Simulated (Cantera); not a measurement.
## Silicon oxide and oxynitride deposition: HMDSO + NO + O₃

Feed: 1 mol HMDSO, 2.1 mol NO, 1.7 mol O₃, held at 1300 °C and 6.75 Torr.

Method: chemical equilibrium by Gibbs-energy minimisation in Cantera with the NASA 1993 tables (ideal gas, pure condensed phases). Candidate condensed phases: C, C₆H₆, C₇H₈, C₈H₁₈, H₂O, Si, SiC, SiO₂, Si₂N₂O, Si₃N₄; 151 gas species. The feed counts by its element totals alone. Mutual solubility and eutectic melting of coexisting phases are not modelled. The tables hold silica as quartz up to 1696 K and as liquid above; real silica turns to tridymite and cristobalite and melts near 1996 K. Kinetics and transport are ignored.

The x(H₂) is 0.564 and the x(CO) is 0.376. The x(N₂) is 0.0360 and the x(SiO) is 0.0233. The x(H) comes out as 0.000322 and the x(H₂O) is 3.46e-5. The x(HCN) is 1.41e-5, the x(CO₂) is 7.97e-6 and the n(SiO₂(β-quartz)) is 0.676 mol. The n(Si₂N₂O(s)) comes out as 0.476 mol, the gas amount comes out as 15.95 mol and the log10 activity of C(graphite) (absent) is -1.24. The log10 activity of Si(s) (absent) comes out as -1.89.
